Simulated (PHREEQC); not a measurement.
## Hard or scaling water: speciation

Consider water at 40 °C with 0.0022 mol/kgw MgCl2 and 0.07 mol/kgw NaHCO3. Closed to the air; pH follows from the charge balance.

All values are PHREEQC results (ion-association model, phreeqc.dat), not measurements.

This is a speciation only: nothing precipitates in the calculation.

Question: Estimate the pH, density.

Answer: pH 7.88; density 0.997 g/cm³.

Question: In which forms is C present?

Answer: HCO3- 93 %, NaHCO3 2.1 %, CO2 2.0 %, NaCO3- 0.9 %, CO3-2 0.8 %, MgHCO3+ 0.8 % of the C.

Species that the database lacks are ignored. At this temperature some constants are extrapolated from 25 °C, and those without enthalpy data are left unchanged.
